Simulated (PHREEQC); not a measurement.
Consider water at 25 °C with 0.023 mol MnSO4 per kg of water. Closed to the air; pH follows from the charge balance.

Computed with PHREEQC (ion-association model, wateq4f.dat).

| Item | Result |
|---|---|
| pH | 6.47 |
| ionic strength | 0.0601 mol/kgw |

```
species  molality  activity   log γ
-------  --------  --------  ------
Mn+2       0.0150   0.00691  -0.337
SO4-2      0.0150   0.00658  -0.359
MnSO4     0.00797   0.00808   0.006
MnOH+     6.38e-7   5.19e-7  -0.089
H+        4.04e-7   3.42e-7  -0.072
HSO4-     2.70e-7   2.19e-7  -0.092
OH-       3.66e-8   2.93e-8  -0.098
```

Precipitation was switched off in this run. Complexes and solids missing from the database can't appear.
